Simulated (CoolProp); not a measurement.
Ammonia along the isobar 69.1 bar: fugacity coefficient from the reference equation and from simpler models built on Tc = 405.6 K, pc = 113.6 bar, ω = 0.256; each cubic takes its own stable root.

Computed with CoolProp (reference Helmholtz-energy equation of state, Gao 2020).

```csv
T (K),phase,reference,van der Waals,Peng-Robinson
298.5,liquid,0.1405,0.3888,0.1448
324.3,liquid,0.2702,0.5352,0.2794
350.1,liquid,0.4559,0.6951,0.4705
375.9,liquid,0.6915,0.7824,0.7058
401.7,gas,0.7744,0.8161,0.7744
427.5,gas,0.8206,0.8427,0.8153
453.3,gas,0.8550,0.8644,0.8476
479.1,gas,0.8816,0.8823,0.8736
```

At some of these states van der Waals gives the other phase, because its saturation line lies elsewhere.
